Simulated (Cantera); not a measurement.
Feed: 1 mol FeS, a varied amount of SO3, 4.8 mol N2, held at 1325 K and 100 Torr.

Method: chemical equilibrium by Gibbs-energy minimisation in Cantera with the NASA 1993 tables (ideal gas, pure condensed phases). Candidate condensed phases: Fe, FeO, FeS, FeSO4, FeS2, Fe2O3, Fe2(SO4)3, Fe3O4, S; 19 gas species. Metal and sulfide melt together well below either melting point, which pure phases cannot show. Mutual solubility and eutectic melting of coexisting phases are not modelled. The tables' stoichiometric FeO is somewhat more stable than real wüstite, so its field is too wide. FeO, FeS: taken at fixed stoichiometry. Equilibrium is a limit: real reactors are often held back by kinetics, nucleation or transport.

x: gas mole fraction; n: condensed amount in mol.

```
n(SO3) (mol)   x N2  x SO2    x S2    x S2O  n FeO(s)  n FeS(s)  n Fe3O4(s)
------------  -----  -----  ------  -------  --------  --------  ----------
0.58          0.854  0.120  0.0254      [?]     0.389     0.611           0
0.66          0.837  0.134  0.0274      [?]     0.435     0.565           0
0.74          0.821  0.148  0.0293      [?]     0.481     0.519           0
0.83          0.804  0.163  0.0313      [?]     0.532     0.468           0
0.94          0.784  0.181  0.0335      [?]     0.595     0.405           0
1.1           0.756  0.205  0.0364  0.00119     0.684     0.316           0
1.2           0.740  0.220  0.0381  0.00127     0.739     0.261           0
1.3           0.725  0.233  0.0397  0.00135     0.795     0.205           0
1.5           0.696  0.259  0.0426  0.00150     0.904    0.0958           0
1.7           0.669  0.284  0.0439  0.00161      1.00         0           0
1.9           0.647  0.315  0.0357  0.00145      1.00         0           0
2.2           0.622  0.340  0.0354  0.00150         0         0       0.333
2.5           0.593  0.380  0.0246      [?]         0         0       0.333
```

Q: Complete the blanks.

A: 
- 0.58, x S2O: 0.000692
- 0.66, x S2O: 0.000776
- 0.74, x S2O: 0.000857
- 0.83, x S2O: 0.000944
- 0.94, x S2O: 0.00105
- 2.5, x S2O: 0.00120
